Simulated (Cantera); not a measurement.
Input (Python, Cantera):

```python
import numpy as np
import cantera as ct

gas = ct.Solution("h2o2.yaml")
gas.TPX = 500, 42000, {'H2': 1, 'O2': 0.417, 'N2': 1.71}
flame = ct.FreeFlame(gas, width=0.073)
flame.set_refine_criteria(ratio=3, slope=0.08, curve=0.16)
flame.transport_model = "mixture-averaged"
flame.solve(loglevel=0, auto=True)
z, T = flame.grid, flame.T
thick = (T[-1] - T[0]) / np.gradient(T, z).max()
show = ['H2', 'O2', 'H2O2', 'OH', 'H2O', 'HO2']
print(f"laminar burning velocity  {flame.velocity[0] * 100:.3f} cm/s")
print(f"burnt temperature         {T[-1]:.1f} K")
print(f"thermal thickness         {thick * 1e3:.4f} mm")
print(f"grid points               {len(z)}")
z0 = z[flame.heat_release_rate.argmax()]
print(f"{'z/mm':>9s}{'T/K':>9s}{'u/(m/s)':>9s}" + "".join(f"{s:>11s}" for s in show))
rows = []
for k in (-3, -2, -1.5, -1, -0.5, -0.25, 0, 0.25, 0.5, 1, 2, 4, 8):
    zz = z0 + k * thick
    rows.append([k * thick, np.interp(zz, z, T), np.interp(zz, z, flame.velocity),
                 *(np.interp(zz, z, flame.X[gas.species_index(s)]) for s in show)])
    print(f"{rows[-1][0] * 1e3:9.3f}{rows[-1][1]:9.1f}{rows[-1][2]:9.3f}" + "".join(f"{x:11.3e}" for x in rows[-1][3:]))
```

It prints:

```
laminar burning velocity  518.257 cm/s
burnt temperature         2401.3 K
thermal thickness         1.3840 mm
grid points               133
     z/mm      T/K  u/(m/s)         H2         O2       H2O2         OH        H2O        HO2
   -4.152    500.0    5.183  3.198e-01  1.334e-01  5.952e-17  1.661e-18  7.864e-15  1.979e-14
   -2.768    500.0    5.183  3.198e-01  1.334e-01  3.808e-15  4.727e-16  1.202e-12  4.066e-12
   -2.076    500.0    5.183  3.198e-01  1.334e-01  1.357e-13  1.645e-14  3.511e-11  1.408e-10
   -1.384    500.0    5.183  3.198e-01  1.334e-01  8.001e-11  8.111e-12  1.177e-08  5.326e-08
   -0.692    506.8    5.242  3.179e-01  1.335e-01  1.939e-06  2.019e-05  2.384e-04  1.140e-04
   -0.346    695.7    7.058  2.899e-01  1.291e-01  1.286e-05  6.430e-04  1.517e-02  1.114e-04
    0.000   1146.2   11.241  1.736e-01  8.771e-02  1.797e-06  2.830e-03  1.058e-01  3.900e-05
    0.346   1448.6   14.029  7.840e-02  2.904e-02  1.599e-06  7.700e-03  2.117e-01  1.182e-05
    0.692   1578.5   15.178  6.583e-02  1.771e-02  1.112e-06  1.003e-02  2.328e-01  6.489e-06
    1.384   1719.5   16.380  6.713e-02  1.422e-02  6.306e-07  1.202e-02  2.414e-01  4.498e-06
    2.768   1868.0   17.604  6.860e-02  1.138e-02  3.315e-07  1.337e-02  2.505e-01  3.134e-06
    5.536   2015.5   18.782  6.839e-02  8.430e-03  1.790e-07  1.368e-02  2.613e-01  2.080e-06
   11.072   2151.6   19.836  6.674e-02  5.617e-03  1.053e-07  1.268e-02  2.730e-01  1.319e-06
```

Model: the H2/O2 subset of GRI-Mech 3.0, which has no nitrogen chemistry, integrated in Cantera. Burning velocities carry a grid error of a few per cent, more on coarse grids.
